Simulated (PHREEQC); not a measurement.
A solution holds 0.1 mol/kgw NH4HF2, 3.8e-05 mol/kgw (NH4)2SiF6 and 0.044 mol/kgw HCl, at 30 °C. Closed to the air; pH follows from the charge balance.

The numbers come from PHREEQC with the ion-association model, phreeqc.dat.

Each row changes one thing in this solution. Precipitation was switched off in this run.

```
case                                               pH  ionic strength (mol/kgw)  HF (mol/kgw)  F- (mol/kgw)  HF2- (mol/kgw)  SI of Quartz (SiO2)
-----------------------------------------------  ----  ------------------------  ------------  ------------  --------------  -------------------
as made                                          2.60                     0.103         0.122        0.0398          0.0192               -11.41
(NH4)2SiF6 from 3.8e-05 to 0.00019 mol/kgw       2.60                     0.104         0.122        0.0398          0.0192               -10.71
NH4HF2 replaced by NH4HSO4 at the same molality  1.21                     0.195      0.000225       3.28e-6             ___                -0.49
(NH4)2SiF6 from 3.8e-05 to 4.18e-05 mol/kgw      2.60                     0.103         0.122        0.0398          0.0192               -11.37
NH4HF2 left out                                  1.42                    0.0440      0.000224       4.46e-6         3.96e-9                  ___
```

**Question.** What belongs in the gaps?

**Answer.** 
- NH4HF2 replaced by NH4HSO4 at the same molality, HF2- (mol/kgw): 2.91e-9
- NH4HF2 left out, SI of Quartz (SiO2): -0.51

SiF6-2 is the database's only silicon fluoride.
